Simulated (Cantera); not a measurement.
Low-pressure radical oxidation in H2/O2

A perfectly stirred reactor is fed with H₂ : O₂ = 0.046 : 1 (molar parts), equivalence ratio 0.023, at 20.0 Torr; it is held at 1473 K, and followed from long to short residence time.

Computed with Cantera and GRI-Mech 3.0 (53 species, 325 reactions). Radical loss at walls, strong at low pressure, is not modelled. The temperature is held fixed by assumption; the heat of reaction is taken as removed at once.

| τ (s) | x H₂ | x O₂ | x H₂O | x HO₂ | x OH | x H | x O |
|---|---|---|---|---|---|---|---|
| 22 | 1.07e-5 | 0.954 | 0.0446 | 1.88e-7 | 0.000691 | 4.75e-6 | 0.000362 |
| 5.4 | 2.67e-5 | 0.954 | 0.0443 | 3.57e-7 | 0.00110 | 1.94e-5 | 0.000926 |
| 1.3 | 6.57e-5 | 0.952 | 0.0439 | 6.80e-7 | 0.00175 | 7.84e-5 | 0.00236 |
| 0.32 | 0.000154 | 0.948 | 0.0431 | 1.18e-6 | 0.00270 | 0.000291 | 0.00565 |
| 0.076 | 0.000339 | 0.940 | 0.0418 | 1.81e-6 | 0.00397 | 0.000951 | 0.0124 |
| 0.018 | 0.000661 | 0.930 | 0.0399 | 2.35e-6 | 0.00526 | 0.00226 | 0.0220 |
| 0.0044 | 0.00127 | 0.923 | 0.0379 | 2.67e-6 | 0.00626 | 0.00355 | 0.0285 |
| 0.0011 | 0.00305 | 0.921 | 0.0351 | 2.90e-6 | 0.00735 | 0.00443 | 0.0289 |
| 0.00026 | 0.00946 | 0.927 | 0.0278 | 3.02e-6 | 0.00871 | 0.00478 | 0.0226 |
x: mole fraction; the columns are a selection and need not sum to one.
